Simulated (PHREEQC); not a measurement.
# Alkaline etch or developer: speciation

Make-up at 75 °C: 98 mmol/kgw NH3, 0.0034 mmol/kgw CO2 and 34 mmol/kgw (CH3)4NCl. Closed to the air; pH follows from the charge balance.

Equilibrium calculation in PHREEQC: ion-association model, wateq4f.dat.

Each row changes one thing in this solution. This is a speciation only: nothing precipitates in the calculation.

```
case                                      pH  ionic strength (mol/kgw)  NH4+ (mol/kgw)  HCO3- (mol/kgw)  CO3-2 (mol/kgw)  CO2 (mol/kgw)
--------------------------------------  ----  ------------------------  --------------  ---------------  ---------------  -------------
as made                                 9.81                    0.0356         0.00156          1.84e-6          1.56e-6       4.91e-10
0.0074 mol/kgw CaCl2 added              9.81                    0.0578         0.00162          3.20e-7          2.99e-7       8.24e-11
diluted 5-fold with water               9.46                   0.00743        0.000628          5.26e-7          1.53e-7       3.45e-10
NH3 from 0.098 to 0.049 mol/kgw         9.66                    0.0351         0.00110          2.13e-6          1.27e-6       8.07e-10
(CH3)4NCl from 0.034 to 0.0034 mol/kgw  9.82                   0.00479         0.00139          2.09e-6          1.31e-6       6.19e-10
0.0029 mol/kgw Na2B4O7 added            9.39                    0.0439         0.00407          2.30e-6          7.70e-7        1.59e-9
0.0018 mol/kgw (NH4)2CO3 added          9.52                    0.0377         0.00314          0.00126         0.000547        6.56e-7
CO2 from 3.4e-06 to 5.1e-06 mol/kgw     9.81                    0.0356         0.00156          2.76e-6          2.34e-6       7.37e-10
```

Species that the database lacks are ignored. (CH3)4N+ isn't in the database: it is added as a free cation with an ion size of 4 Å. At this temperature some constants are extrapolated from 25 °C, and those without enthalpy data are left unchanged.
